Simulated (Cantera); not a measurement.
Charge: 1 mol BF3, 200 mol H2, 1.7 mol O2, equilibrated at 502 °C and 0.510 bar.

Cantera equilibrium calculation (NASA polynomials, part measured and part estimated; ideal gas, pure solids and liquids). Candidate condensed phases: B, B2O3, B3O3H3, H2O; 43 gas species. Gases not in the tables: H3BO3. The numbers say what is thermodynamically allowed, not how fast it happens.

Q: What is the equilibrium state?

A: 
| Item | Value |
|---|---|
| x(H2) | 0.978 |
| x(H2O) | 0.0147 |
| x(HF) | 0.00408 |
| x(BF3) | 0.00340 |
| x(B3O3F3) | 0.000217 |
| x((HBO2)3) | 0.000141 |
| n(B2O3(l)) | 0.0505 mol |
| gas amount | 201.1 mol |
| log10 activity of B(s) (absent) | -12.57 |
| log10 activity of B3O3H3(s) (absent) | -18.65 |
